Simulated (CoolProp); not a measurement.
Vapour-liquid equilibrium of isopentane (1) + R365MFC (2) at 0.275 MPa; x and y are mole fractions of (1).

Computed with CoolProp (multi-fluid Helmholtz-energy mixture model, Lemmon 2006 and Lemmon 2016; pair parameters Bell 2016).

```
x     bubble temperature, mixture model (K)  bubble temperature, Raoult's law (K)  y, mixture model  y, Raoult's law
----  -------------------------------------  ------------------------------------  ----------------  ---------------
0.05                                  339.9                                 343.8             0.154            0.066
0.2                                   331.7                                 342.1             0.413            0.252
0.35                                  328.2                                 340.4             0.528            0.422
0.5                                   326.8                                 338.7             0.593            0.577
0.65                                  326.5                                 337.1             0.647            0.718
0.8                                   327.1                                 335.5             0.723            0.846
0.95                                  330.6                                 333.9             0.889            0.963
```

The largest gap from Raoult's law is -12.2 K in bubble temperature, at x = 0.35. y crosses x between x = 0.5 and 0.65: the model has an azeotrope there.

The pair parameters rest on a limited set of measurements; away from them the model extrapolates.
